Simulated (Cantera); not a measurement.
# Low-pressure radical oxidation in H2/O2

A perfectly stirred reactor is fed with 8.26 % H2, 91.7 % O2, equivalence ratio 0.045, at 0.0133 bar; it is held at 1000 K, and followed from long to short residence time.

Model: the H2/O2 subset of GRI-Mech 3.0, which has no nitrogen chemistry, integrated in Cantera. Radical loss at walls, strong at low pressure, is not modelled. The temperature is held fixed by assumption; the heat of reaction is taken as removed at once.

```json
[
 {"τ (s)": "1.7", "x H2": "0.000482", "x O2": "0.913", "x H": "0.000121", "x H2O": "0.0853", "x OH": "0.000427"},
 {"τ (s)": "0.51", "x H2": "0.000961", "x O2": "0.911", "x H": "0.000395", "x H2O": "0.0845", "x OH": "0.000671"},
 {"τ (s)": "0.15", "x H2": "0.00192", "x O2": "0.909", "x H": "0.00128", "x H2O": "0.0827", "x OH": "0.00108"},
 {"τ (s)": "0.046", "x H2": "0.00376", "x O2": "0.904", "x H": "0.00373", "x H2O": "0.0789", "x OH": "0.00169"},
 {"τ (s)": "0.014", "x H2": "0.00748", "x O2": "0.897", "x H": "0.00938", "x H2O": "0.0711", "x OH": "0.00255"},
 {"τ (s)": "0.0042", "x H2": "0.0155", "x O2": "0.890", "x H": "0.0170", "x H2O": "0.0578", "x OH": "0.00348"},
 {"τ (s)": "0.0013", "x H2": "0.0332", "x O2": "0.892", "x H": "0.0179", "x H2O": "0.0388", "x OH": "0.00381"},
 {"τ (s)": "0.00039", "x H2": "0.0685", "x O2": "0.909", "x H": "0.00538", "x H2O": "0.0105", "x OH": "0.00183"}
]
```
x: mole fraction; the columns are a selection and need not sum to one.
